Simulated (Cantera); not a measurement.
A Cantera script and what it prints.

```python
import numpy as np
import cantera as ct

gas_names = """
    Fe FeO O O2 O3 S SO SO2 SO3 S2 S2O S8
""".split()
cond_names = """
    Fe(a) Fe(c) Fe(d) Fe(L) FeO(s) FeO(L) FeS(a) FeS(b) FeS(c) FeS(L) FeSO4(s) FeS2(s) Fe2O3(s)
    Fe2S3O12(s) Fe3O4(s) S(cr1) S(cr2) S(L)
""".split()


# ... load() reads the species with a 1 bar reference pressure and builds the phases ...
atoms = {
    'FeS': {'Fe': 1, 'S': 1},
    'O2': {'O': 2},
}
top_T = {'FeSO4(s)': 950, 'FeS2(s)': 1010, 'Fe2O3(s)': 1830, 'Fe2S3O12(s)': 1100, 'Fe3O4(s)': 1870}  # K; cautious upper limits of use, not melting points


# ... equilibrate(T, P, feed) seeds the gas with the atoms and calls Mixture.equilibrate('TP', solver="vcs", rtol=1e-11, max_steps=5000) ...
results = []
feed = {'FeS': 1, 'O2': 4.9}  # mol
P = 1800  # Pa
for T in [698, 848, 998, 1148, 1298, 1448, 1598]:
    mix = equilibrate(T, P, feed)
    results.append((T, P, feed, dict(zip(mix.species_names, mix.species_moles))))

top = {s: max(r[3][s] / sum(r[3][g] for g in gas_names) for r in results) for s in gas_names}
cols = sorted((s for s in top if top[s] > 0.001), key=lambda s: -top[s])[:9]
seen = [c for c in cond_names if any(r[3].get(c, 0) > 1e-12 for r in results)]
print("log10 of partial pressures in bar; condensed amounts in mol")
print(f"{'T/K':>10s}" + "".join(f"{s[:9]:>10s}" for s in cols + seen))
for T, P, feed, n in results:
    ng = sum(n[g] for g in gas_names)
    print(f"{T:10.4g}" + "".join(f"{np.log10(max(n[s] / ng * P / 1e5, 1e-99)):10.3f}" for s in cols)
          + "".join(f"{n.get(c, 0):10.4g}" for c in seen))
```

Result:

```
log10 of partial pressures in bar; condensed amounts in mol
       T/K        O2       SO2       SO3  Fe2O3(s) Fe2S3O12(  Fe3O4(s)
       698    -1.745    -6.323    -4.718    0.1676    0.3324         0
       848    -1.876    -2.763    -2.527       0.5         0         0
       998    -1.867    -2.438    -3.105       0.5         0         0
      1148    -1.865    -2.380    -3.712       0.5         0         0
      1298    -1.865    -2.368    -4.208       0.5         0         0
      1448    -1.865    -2.365    -4.605       0.5         0         0
      1598    -1.862    -2.372    -4.934         0         0    0.3333
```

These are equilibrium values from Cantera (NASA tables, ideal gas, pure condensed phases), not measurements of a reactor.
